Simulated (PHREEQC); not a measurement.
# Nickel, zinc or cadmium bath: an equilibrium model

Consider water at 20 °C with 0.28 mol/kgw CdCl2, 0.005 mol/kgw H3BO3 and 0.0032 mol/kgw H2SO4. Closed to the air; pH follows from the charge balance.

The numbers come from PHREEQC with the ion-association model, phreeqc.dat.

Each row changes one thing in this solution. Precipitation was switched off in this run.

| case | pH | ionic strength (mol/kgw) | SO4-2 (mol/kgw) | HSO4- (mol/kgw) |
|---|---|---|---|---|
| as made | 2.32 | 0.263 | 0.00179 | 0.000273 |
| CdCl2 left out | ? | 0.00797 | ? | ? |
| temperature from 20 to 60 °C | 2.34 | 0.256 | 0.00159 | 0.000564 |
| temperature from 20 to 55 °C | 2.34 | ? | ? | 0.000514 |
| H3BO3 left out | 2.32 | 0.263 | 0.00179 | 0.000273 |
| diluted 10-fold with water | 3.26 | 0.0474 | 0.000195 | 5.28e-6 |

Question: Fill in the missing entries.

Answer: 
- CdCl2 left out, pH: 2.29
- CdCl2 left out, SO4-2 (mol/kgw): 0.00238
- CdCl2 left out, HSO4- (mol/kgw): 0.000817
- temperature from 20 to 55 °C, ionic strength (mol/kgw): 0.257
- temperature from 20 to 55 °C, SO4-2 (mol/kgw): 0.00162

Constants without temperature data keep their 25 °C values here.
